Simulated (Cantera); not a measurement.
What does this Cantera script print?

```python
import numpy as np
import cantera as ct

gas_names = """
    H HNO HNO2 HNO3 HO2 H2 H2O H2O2 N NH NH2 NH3 NH2OH NO NO2 NO3 N2 N2H2 N2H4 N2O O OH O2 O3 Si SiH
    SiH2 SiH3 SiH4 SiN SiO SiO2 Si2 Si2N Si3
""".split()
cond_names = """
    H2O(s) H2O(L) Si(cr) Si(L) SiO2(Lqz) SiO2(hqz) SiO2(L) Si2N2O(s) Si3N4(a)
""".split()


# ... load() reads the species with a 1 bar reference pressure and builds the phases ...
atoms = {
    'Si3N4': {'Si': 3, 'N': 4},
    'N2O': {'N': 2, 'O': 1},
    'H2': {'H': 2},
    'H2O': {'H': 2, 'O': 1},
}
top_T = {'Si2N2O(s)': 2100, 'Si3N4(a)': 2400}  # K; cautious upper limits of use, not melting points


# ... equilibrate(T, P, feed) seeds the gas with the atoms and calls Mixture.equilibrate('TP', solver="gibbs", rtol=1e-10, max_steps=50000) ...
results = []
P = 2200  # Pa
for T in [1075, 1125, 1175, 1225, 1275, 1325, 1375, 1425, 1475, 1525, 1575, 1625, 1675, 1725]:
    for m in [0.055, 0.085, 0.13, 0.2, 0.31, 0.47, 0.72, 1.1]:
        feed = {'Si3N4': 1, 'N2O': 0.011, 'H2': 23, 'H2O': m}  # mol
        mix = equilibrate(T, P, feed)
        results.append((T, P, feed, dict(zip(mix.species_names, mix.species_moles))))

for T, P, feed, n in results:
    print(f"{T:7g} {feed['H2O']:10.4g}  " + (" + ".join(c for c in cond_names if n.get(c, 0) > 1e-12) or "gas only"))
```

Output:

```
   1075      0.055  Si2N2O(s) + Si3N4(a)
   1075      0.085  Si2N2O(s) + Si3N4(a)
   1075       0.13  Si2N2O(s) + Si3N4(a)
   1075        0.2  Si2N2O(s) + Si3N4(a)
   1075       0.31  Si2N2O(s) + Si3N4(a)
   1075       0.47  Si2N2O(s) + Si3N4(a)
   1075       0.72  Si2N2O(s) + Si3N4(a)
   1075        1.1  Si2N2O(s) + Si3N4(a)
   1125      0.055  Si2N2O(s) + Si3N4(a)
   1125      0.085  Si2N2O(s) + Si3N4(a)
   1125       0.13  Si2N2O(s) + Si3N4(a)
   1125        0.2  Si2N2O(s) + Si3N4(a)
   1125       0.31  Si2N2O(s) + Si3N4(a)
   1125       0.47  Si2N2O(s) + Si3N4(a)
   1125       0.72  Si2N2O(s) + Si3N4(a)
   1125        1.1  Si2N2O(s) + Si3N4(a)
   1175      0.055  Si2N2O(s) + Si3N4(a)
   1175      0.085  Si2N2O(s) + Si3N4(a)
   1175       0.13  Si2N2O(s) + Si3N4(a)
   1175        0.2  Si2N2O(s) + Si3N4(a)
   1175       0.31  Si2N2O(s) + Si3N4(a)
   1175       0.47  Si2N2O(s) + Si3N4(a)
   1175       0.72  Si2N2O(s) + Si3N4(a)
   1175        1.1  Si2N2O(s) + Si3N4(a)
   1225      0.055  Si2N2O(s) + Si3N4(a)
   1225      0.085  Si2N2O(s) + Si3N4(a)
   1225       0.13  Si2N2O(s) + Si3N4(a)
   1225        0.2  Si2N2O(s) + Si3N4(a)
   1225       0.31  Si2N2O(s) + Si3N4(a)
   1225       0.47  Si2N2O(s) + Si3N4(a)
   1225       0.72  Si2N2O(s) + Si3N4(a)
   1225        1.1  Si2N2O(s) + Si3N4(a)
   1275      0.055  Si2N2O(s) + Si3N4(a)
   1275      0.085  Si2N2O(s) + Si3N4(a)
   1275       0.13  Si2N2O(s) + Si3N4(a)
   1275        0.2  Si2N2O(s) + Si3N4(a)
   1275       0.31  Si2N2O(s) + Si3N4(a)
   1275       0.47  Si2N2O(s) + Si3N4(a)
   1275       0.72  Si2N2O(s) + Si3N4(a)
   1275        1.1  Si2N2O(s) + Si3N4(a)
   1325      0.055  Si2N2O(s) + Si3N4(a)
   1325      0.085  Si2N2O(s) + Si3N4(a)
   1325       0.13  Si2N2O(s) + Si3N4(a)
   1325        0.2  Si2N2O(s) + Si3N4(a)
   1325       0.31  Si2N2O(s) + Si3N4(a)
   1325       0.47  Si2N2O(s) + Si3N4(a)
   1325       0.72  Si2N2O(s) + Si3N4(a)
   1325        1.1  Si2N2O(s) + Si3N4(a)
   1375      0.055  Si2N2O(s) + Si3N4(a)
   1375      0.085  Si2N2O(s) + Si3N4(a)
   1375       0.13  Si2N2O(s) + Si3N4(a)
   1375        0.2  Si2N2O(s) + Si3N4(a)
   1375       0.31  Si2N2O(s) + Si3N4(a)
   1375       0.47  Si2N2O(s) + Si3N4(a)
   1375       0.72  Si2N2O(s) + Si3N4(a)
   1375        1.1  Si2N2O(s) + Si3N4(a)
   1425      0.055  Si2N2O(s) + Si3N4(a)
   1425      0.085  Si2N2O(s) + Si3N4(a)
   1425       0.13  Si2N2O(s) + Si3N4(a)
   1425        0.2  Si2N2O(s) + Si3N4(a)
   1425       0.31  Si2N2O(s) + Si3N4(a)
   1425       0.47  Si2N2O(s) + Si3N4(a)
   1425       0.72  Si2N2O(s) + Si3N4(a)
   1425        1.1  Si2N2O(s) + Si3N4(a)
   1475      0.055  Si2N2O(s) + Si3N4(a)
   1475      0.085  Si2N2O(s) + Si3N4(a)
   1475       0.13  Si2N2O(s) + Si3N4(a)
   1475        0.2  Si2N2O(s) + Si3N4(a)
   1475       0.31  Si2N2O(s) + Si3N4(a)
   1475       0.47  Si2N2O(s) + Si3N4(a)
   1475       0.72  Si2N2O(s) + Si3N4(a)
   1475        1.1  Si2N2O(s) + Si3N4(a)
   1525      0.055  Si(cr) + Si2N2O(s) + Si3N4(a)
   1525      0.085  Si(cr) + Si2N2O(s) + Si3N4(a)
   1525       0.13  Si(cr) + Si2N2O(s) + Si3N4(a)
   1525        0.2  Si2N2O(s) + Si3N4(a)
   1525       0.31  Si2N2O(s) + Si3N4(a)
   1525       0.47  Si2N2O(s) + Si3N4(a)
   1525       0.72  Si2N2O(s) + Si3N4(a)
   1525        1.1  Si2N2O(s) + Si3N4(a)
   1575      0.055  Si(cr) + Si2N2O(s) + Si3N4(a)
   1575      0.085  Si(cr) + Si2N2O(s) + Si3N4(a)
   1575       0.13  Si(cr) + Si2N2O(s) + Si3N4(a)
   1575        0.2  Si(cr) + Si2N2O(s) + Si3N4(a)
   1575       0.31  Si(cr) + Si2N2O(s) + Si3N4(a)
   1575       0.47  Si(cr) + Si2N2O(s) + Si3N4(a)
   1575       0.72  Si2N2O(s) + Si3N4(a)
   1575        1.1  Si2N2O(s) + Si3N4(a)
   1625      0.055  Si(cr) + Si2N2O(s) + Si3N4(a)
   1625      0.085  Si(cr) + Si2N2O(s) + Si3N4(a)
   1625       0.13  Si(cr) + Si2N2O(s) + Si3N4(a)
   1625        0.2  Si(cr) + Si2N2O(s) + Si3N4(a)
   1625       0.31  Si(cr) + Si2N2O(s) + Si3N4(a)
   1625       0.47  Si(cr) + Si2N2O(s) + Si3N4(a)
   1625       0.72  Si(cr) + Si2N2O(s) + Si3N4(a)
   1625        1.1  Si(cr) + Si2N2O(s) + Si3N4(a)
   1675      0.055  Si(cr) + Si2N2O(s) + Si3N4(a)
   1675      0.085  Si(cr) + Si2N2O(s) + Si3N4(a)
   1675       0.13  Si(cr) + Si2N2O(s) + Si3N4(a)
   1675        0.2  Si(cr) + Si2N2O(s) + Si3N4(a)
   1675       0.31  Si(cr) + Si2N2O(s) + Si3N4(a)
   1675       0.47  Si(cr) + Si2N2O(s) + Si3N4(a)
   1675       0.72  Si(cr) + Si2N2O(s) + Si3N4(a)
   1675        1.1  Si(cr) + Si2N2O(s)
   1725      0.055  Si(L)
   1725      0.085  Si(L)
   1725       0.13  Si(L)
   1725        0.2  Si(L) + Si2N2O(s)
   1725       0.31  Si(L) + Si2N2O(s)
   1725       0.47  Si(L) + Si2N2O(s)
   1725       0.72  Si(L) + Si2N2O(s)
   1725        1.1  Si(L) + Si2N2O(s)
```

Method: chemical equilibrium by Gibbs-energy minimisation in Cantera with the NASA 1993 tables (ideal gas, pure condensed phases). Mutual solubility and eutectic melting of coexisting phases are not modelled.
